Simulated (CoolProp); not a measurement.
A single-stage vapour-compression cycle with the fluid: evaporating at 322.15 K (dew point), condensing at 370.15 K (bubble point), superheat 10 K, subcooling 8 K, compressor efficiency 0.75, no pressure losses. The same conditions are run with several fluids, on thermodynamics alone (safety and materials aside).

Values from CoolProp's reference Helmholtz-energy equation of state of each fluid (R1336mzz(E): Akasaka 2023; R124: de Vries 1995; toluene: Lemmon 2006; dimethyl carbonate: Zhou 2011; benzene: Thol 2012; neopentane: Lemmon 2006).

```
fluid               cooling COP  pressure ratio  discharge temperature (K)  refrigerating effect (kJ/kg)  volumetric capacity (kJ/m³)
------------------  -----------  --------------  -------------------------  ----------------------------  ---------------------------
R1336mzz(E)                3.79            3.36                      375.0                             ?                         2420
R124                       3.74            2.97                          ?                          89.1                            ?
toluene                    4.61            5.75                      387.5                           337                          133
dimethyl carbonate         4.59            5.63                      389.2                           340                          249
benzene                    4.60            4.76                          ?                           353                          353
neopentane                    ?            3.04                      370.1                           197                         1970
```

What belongs in the gaps?


- R1336mzz(E), refrigerating effect (kJ/kg): 86.0
- R124, discharge temperature (K): 381.6
- R124, volumetric capacity (kJ/m³): 3920
- benzene, discharge temperature (K): 393.8
- neopentane, cooling COP: 3.97

The compression ends wet for: neopentane.
